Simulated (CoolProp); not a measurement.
R507A along the isotherm 372.3 K: Z from the reference equation and from simpler models built on Tc = 343.8 K, pc = 3.705 MPa, ω = 0.286; each cubic takes its own stable root.

Values from CoolProp's reference Helmholtz-energy equation of state, Lemmon 2003. It is a pseudo-pure fit of the blend.

| p (MPa) | phase | reference |
|---|---|---|
| 0.116 | gas | 0.9914 |
| 0.232 | gas | 0.9827 |
| 0.347 | gas | 0.9740 |
| 0.463 | gas | 0.9651 |
| 0.579 | gas | 0.9562 |
| 0.695 | gas | 0.9472 |
| 0.81 | gas | 0.9382 |
| 0.926 | gas | 0.9290 |
| 1.04 | gas | 0.9199 |
| 1.16 | gas | 0.9102 |
| 1.27 | gas | 0.9012 |
| 1.39 | gas | 0.8913 |
| 1.51 | gas | 0.8813 |
| 1.62 | gas | 0.8720 |
| 1.74 | gas | 0.8618 |
| 1.85 | gas | 0.8523 |

Q: How far does each simpler model (Pitzer virial, Redlich-Kwong, Peng-Robinson) lie from the reference over these 16 states: mean and median of the absolute difference, and the worst?

A: 
- Pitzer virial: mean 0.8 %, median 0.6 %, worst +2.0 % at 372.3 K and 1.85 MPa
- Redlich-Kwong: mean 0.1 %, median 0.1 %, worst +0.1 % at 372.3 K and 1.74 MPa
- Peng-Robinson: mean 0.5 %, median 0.5 %, worst -0.8 % at 372.3 K and 1.85 MPa
